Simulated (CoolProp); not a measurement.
Saturation properties of nitrogen.

The numbers come from the reference Helmholtz-energy equation of state, Span 2000 in CoolProp.

```tsv
T (°C)	p (bar)	liquid density (kg/m³)	vapour density (kg/m³)	surface tension (mN/m)
-178.45	5.282	719.9	21.78	5.14
-175.25	6.708	701.8	27.54	4.50
-172.05	8.393	682.6	34.50	3.87
-168.85	10.36	662.2	42.90	3.27
-165.65	12.64	640.1	53.08	2.68
-162.45	15.26	616.0	65.53	2.12
-159.25	18.25	588.9	81.04	1.59
-156.05	21.65	557.6	101.0	1.09
-152.75	25.61	518.0	129.1	0.623
-149.55	29.98	463.8	172.3	0.229
```

It boils at -195.8 °C under 1 atm.

Surface tension comes from a separate correlation (Mulero 2012).
